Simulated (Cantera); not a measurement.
What does this Cantera script print?

```python
import numpy as np
import cantera as ct

gas_names = """
    CL CL2 H HCL H2 Si SiCL SiCL2 SiCL3 SiCL4 SiH SiHCL3 SiH2 SiH2CL2 SiH3 SiH3CL SiH4 Si2 Si3
""".split()
cond_names = """
    Si(cr) Si(L)
""".split()


# ... load() reads the species with a 1 bar reference pressure and builds the phases ...
atoms = {
    'Si': {'Si': 1},
    'Cl2': {'CL': 2},
    'H2': {'H': 2},
}
top_T = {}  # K; cautious upper limits of use, not melting points


# ... equilibrate(T, P, feed) seeds the gas with the atoms and calls Mixture.equilibrate('TP', solver="vcs", rtol=1e-11, max_steps=5000) ...
results = []
T = 1600  # K
P = 180000  # Pa
for m in [0.5, 0.58, 0.68, 0.79, 0.93, 1.1, 1.3, 1.5, 1.7, 2, 2.3, 2.7]:
    feed = {'Si': 1, 'Cl2': m, 'H2': 12}  # mol
    mix = equilibrate(T, P, feed)
    results.append((T, P, feed, dict(zip(mix.species_names, mix.species_moles))))

top = {s: max(r[3][s] / sum(r[3][g] for g in gas_names) for r in results) for s in gas_names}
cols = sorted((s for s in top if top[s] > 1e-06), key=lambda s: -top[s])[:9]
seen = [c for c in cond_names if any(r[3].get(c, 0) > 1e-12 for r in results)]
print("log10 of partial pressures in bar; condensed amounts in mol")
print(f"{'n(Cl2)':>10s}" + "".join(f"{s[:9]:>10s}" for s in cols + seen))
for T, P, feed, n in results:
    ng = sum(n[g] for g in gas_names)
    print(f"{feed['Cl2']:10.4g}" + "".join(f"{np.log10(max(n[s] / ng * P / 1e5, 1e-99)):10.3f}" for s in cols)
          + "".join(f"{n.get(c, 0):10.4g}" for c in seen))
```

Output:

```
log10 of partial pressures in bar; condensed amounts in mol
    n(Cl2)        H2       HCL     SiCL2     SiCL3     SiCL4    SiHCL3   SiH2CL2    SiH3CL         H    Si(cr)
       0.5     0.226    -1.022    -1.732    -2.731    -3.339    -2.932    -3.302    -4.197    -4.152    0.8432
      0.58     0.222    -0.980    -1.644    -2.600    -3.165    -2.803    -3.219    -4.159    -4.154    0.8038
      0.68     0.217    -0.937    -1.555    -2.465    -2.985    -2.671    -3.134    -4.122    -4.156     0.752
      0.79     0.212    -0.899    -1.473    -2.344    -2.822    -2.551    -3.057    -4.088    -4.159    0.6925
      0.93     0.206    -0.860    -1.388    -2.216    -2.653    -2.427    -2.979    -4.055    -4.162    0.6137
       1.1     0.199    -0.822    -1.305    -2.092    -2.486    -2.306    -2.903    -4.024    -4.165    0.5147
       1.3     0.191    -0.786    -1.226    -1.973    -2.329    -2.191    -2.832    -3.996    -4.169    0.3947
       1.5     0.184    -0.758    -1.162    -1.876    -2.199    -2.098    -2.775    -3.975    -4.173     0.272
       1.7     0.177    -0.734    -1.108    -1.795    -2.091    -2.021    -2.727    -3.959    -4.176    0.1474
         2     0.165    -0.683    -1.067    -1.698    -1.937    -1.929    -2.699    -3.994    -4.182         0
       2.3     0.148    -0.576    -1.129    -1.644    -1.768    -1.884    -2.778    -4.196    -4.191         0
       2.7     0.125    -0.468    -1.211    -1.606    -1.610    -1.858    -2.883    -4.433    -4.202         0
```

These are equilibrium values from Cantera (NASA tables, ideal gas, pure condensed phases), not measurements of a reactor. The tables' values for SiCl3 are old estimates; treat these amounts as uncertain.
